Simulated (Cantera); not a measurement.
Adiabatic ignition

An adiabatic, constant-pressure homogeneous reactor starts with CH₄ : O₂ : N₂ = 1 : 2.41 : 9.06 (molar parts), equivalence ratio 0.83, at 1773 K and 2100000 Pa.

Cantera simulation using GRI-Mech 3.0 (53 species, 325 reactions); the numbers are that mechanism's predictions, not measurements. The pressure lies above the range GRI-Mech 3.0 was tuned for (to about 10 atm). Above 3000 K some thermodynamic fits are extrapolated.

```json
[
 {"t (s)": "4.00e-6", "T (K)": "1777", "x CH₄": "0.0781", "x O₂": "0.192", "x NO": "6.52e-11", "x H₂O₂": "2.29e-6", "x H": "3.40e-6", "x HO₂": "6.27e-5", "x HCO": "2.50e-7"},
 {"t (s)": "1.33e-5", "T (K)": "2990", "x CH₄": "<1e-12", "x O₂": "0.0403", "x NO": "0.000627", "x H₂O₂": "2.11e-6", "x H": "0.00335", "x HO₂": "3.10e-5", "x HCO": "1.21e-7"},
 {"t (s)": "4.39e-5", "T (K)": "3002", "x CH₄": "<1e-12", "x O₂": "0.0365", "x NO": "0.00730", "x H₂O₂": "2.11e-6", "x H": "0.00296", "x HO₂": "2.88e-5", "x HCO": "1.03e-7"},
 {"t (s)": "0.000145", "T (K)": "2990", "x CH₄": "<1e-12", "x O₂": "0.0328", "x NO": "0.0157", "x H₂O₂": "1.97e-6", "x H": "0.00287", "x HO₂": "2.60e-5", "x HCO": "1.02e-7"},
 {"t (s)": "0.000482", "T (K)": "2987", "x CH₄": "<1e-12", "x O₂": "0.0321", "x NO": "0.0174", "x H₂O₂": "1.94e-6", "x H": "0.00285", "x HO₂": "2.55e-5", "x HCO": "1.01e-7"},
 {"t (s)": "0.00160", "T (K)": "2987", "x CH₄": "<1e-12", "x O₂": "0.0321", "x NO": "0.0174", "x H₂O₂": "1.94e-6", "x H": "0.00285", "x HO₂": "2.55e-5", "x HCO": "1.01e-7"},
 {"t (s)": "0.00529", "T (K)": "2987", "x CH₄": "<1e-12", "x O₂": "0.0321", "x NO": "0.0174", "x H₂O₂": "1.94e-6", "x H": "0.00285", "x HO₂": "2.55e-5", "x HCO": "1.01e-7"},
 {"t (s)": "0.0175", "T (K)": "2987", "x CH₄": "<1e-12", "x O₂": "0.0321", "x NO": "0.0174", "x H₂O₂": "1.94e-6", "x H": "0.00285", "x HO₂": "2.55e-5", "x HCO": "1.01e-7"},
 {"t (s)": "0.0581", "T (K)": "2987", "x CH₄": "<1e-12", "x O₂": "0.0321", "x NO": "0.0174", "x H₂O₂": "1.94e-6", "x H": "0.00285", "x HO₂": "2.55e-5", "x HCO": "1.01e-7"},
 {"t (s)": "0.192", "T (K)": "2987", "x CH₄": "<1e-12", "x O₂": "0.0321", "x NO": "0.0174", "x H₂O₂": "1.94e-6", "x H": "0.00285", "x HO₂": "2.55e-5", "x HCO": "1.01e-7"},
 {"t (s)": "0.638", "T (K)": "2987", "x CH₄": "<1e-12", "x O₂": "0.0321", "x NO": "0.0174", "x H₂O₂": "1.94e-6", "x H": "0.00285", "x HO₂": "2.55e-5", "x HCO": "1.01e-7"},
 {"t (s)": "2.11", "T (K)": "2987", "x CH₄": "<1e-12", "x O₂": "0.0321", "x NO": "0.0174", "x H₂O₂": "1.94e-6", "x H": "0.00285", "x HO₂": "2.55e-5", "x HCO": "1.01e-7"},
 {"t (s)": "7.00", "T (K)": "2987", "x CH₄": "<1e-12", "x O₂": "0.0321", "x NO": "0.0174", "x H₂O₂": "1.94e-6", "x H": "0.00285", "x HO₂": "2.55e-5", "x HCO": "1.01e-7"}
]
```
x: mole fraction; the columns are a selection and need not sum to one.

```json
{
 "time_of_steepest_temperature_rise": "10.7 µs",
 "temperature at 7.00 s": "2987 K",
 "equilibrium_temperature": "2987 K",
 "x(CH₄) at 7.00 s": "<1e-12 (gas-phase equilibrium <1e-12)",
 "x(O₂) at 7.00 s": "0.0321 (gas-phase equilibrium 0.0321)",
 "x(NO) at 7.00 s": "0.0174 (gas-phase equilibrium 0.0174)"
}
```
